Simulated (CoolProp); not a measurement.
Fluoroethane (R161) along the isobar 1.01 MPa: Z from the reference equation and from simpler models built on Tc = 102.1 °C, pc = 5.010 MPa, ω = 0.216; each cubic takes its own stable root.

Values from CoolProp's reference Helmholtz-energy equation of state, Wu 2012.

```
T (°C)   phase  reference  van der Waals  Redlich-Kwong  Soave-Redlich-Kwong  Peng-Robinson
------  ------  ---------  -------------  -------------  -------------------  -------------
-89.85  liquid    0.03585        0.06239        0.04205              0.04144        0.03685
-68.15  liquid    0.03310              …        0.03901              0.03827              …
-46.45  liquid    0.03098        0.05413        0.03681              0.03594        0.03184
-24.65  liquid    0.02937        0.05159        0.03532              0.03430              …
-2.95   liquid    0.02823         0.8499        0.03450              0.03333        0.02943
18.85   liquid    0.02760         0.8784        0.03445              0.03308              …
40.55      gas     0.8518         0.8994         0.8737                    …         0.8567
62.25      gas          …         0.9155         0.8979               0.8935         0.8851
84.05      gas     0.9106         0.9282         0.9161               0.9144         0.9065
```

Complete the blanks.


- -68.15, van der Waals: 0.05766
- -68.15, Peng-Robinson: 0.03397
- -24.65, Peng-Robinson: 0.03034
- 18.85, Peng-Robinson: 0.02916
- 40.55, Soave-Redlich-Kwong: 0.8656
- 62.25, reference: 0.8866

At some of these states van der Waals gives the other phase, because its saturation line lies elsewhere.
